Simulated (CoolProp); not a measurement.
Properties of hexamethyldisiloxane (MM) along the isotherm 620 K (Tc = 518.7 K, pc = 1.931 MPa, ω = 0.418).

The numbers come from the reference Helmholtz-energy equation of state, Thol 2016 in CoolProp.

```
p (MPa)  phase  density (kg/m³)  isothermal compressibility (1/MPa)  fugacity coefficient
-------  -----  ---------------  ----------------------------------  --------------------
0.107      gas            3.406                               9.444                0.9897
0.215      gas            6.916                               4.751                0.9795
0.322      gas            10.47                               3.207                0.9693
0.429      gas              ___                               2.434                0.9593
0.536      gas            17.82                                 ___                0.9493
0.644      gas              ___                                 ___                   ___
0.751      gas            25.54                               1.439                0.9296
0.858      gas            29.51                               1.274                0.9199
0.966      gas            33.62                               1.145                0.9101
```

Task: Complete the blanks.

Result: 
- 0.429, density (kg/m³): 14.10
- 0.536, isothermal compressibility (1/MPa): 1.970
- 0.644, density (kg/m³): 21.65
- 0.644, isothermal compressibility (1/MPa): 1.659
- 0.644, fugacity coefficient: 0.9394
